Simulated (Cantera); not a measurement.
# Thermodynamics of chemical vapour transport, feed Al + H2O + O2

Feed: 1 mol Al, 0.16 mol H2O, 0.055 mol O2, held at 1723 K and 0.0680 bar.

These are equilibrium values from Cantera (NASA tables, ideal gas, pure condensed phases), not measurements of a reactor. Candidate condensed phases: Al, Al2O3, H2O; 19 gas species. Mutual solubility and eutectic melting of coexisting phases are not modelled. The numbers say what is thermodynamically allowed, not how fast it happens.

| Item | Result |
|---|---|
| x(H2) | 0.987 |
| x(Al2O) | 0.00652 |
| x(Al) | 0.00469 |
| x(H) | 0.000695 |
| x(AlH) | 0.000688 |
| x(AlOH) | 4.17e-6 |
| x(Al2) | 2.44e-6 |
| n(Al(l)) | 0.818 mol |
| n(Al2O3(s)) | 0.0896 mol |
| gas amount | 0.1619 mol |
